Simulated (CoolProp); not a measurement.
Properties of R141b at several states (Tc = 204.4 °C, pc = 4.212 MPa, ω = 0.220).

Model: reference Helmholtz-energy equation of state, Lemmon 2006, in CoolProp. It is a short technical equation, of lower accuracy than the large ones.

```tsv
T (°C)	p (MPa)	phase	Joule-Thomson coefficient (K/MPa)	isothermal compressibility (1/MPa)	expansivity (1/kK)
223.95	0.156	gas	…	6.480	2.085
85.75	0.114	gas	…	8.989	3.028
161.65	0.523	gas	…	2.037	2.804
-76.15	19.7	liquid	-0.4835	0.0005827	1.173
102.75	1.03	liquid	-0.07477	0.004707	2.384
-10.05	0.0118	gas	…	85.44	3.937
```

Q: What belongs in the gaps?

A: 
- 223.95, Joule-Thomson coefficient (K/MPa): 8.169
- 85.75, Joule-Thomson coefficient (K/MPa): 22.08
- 161.65, Joule-Thomson coefficient (K/MPa): 12.63
- -10.05, Joule-Thomson coefficient (K/MPa): 78.95
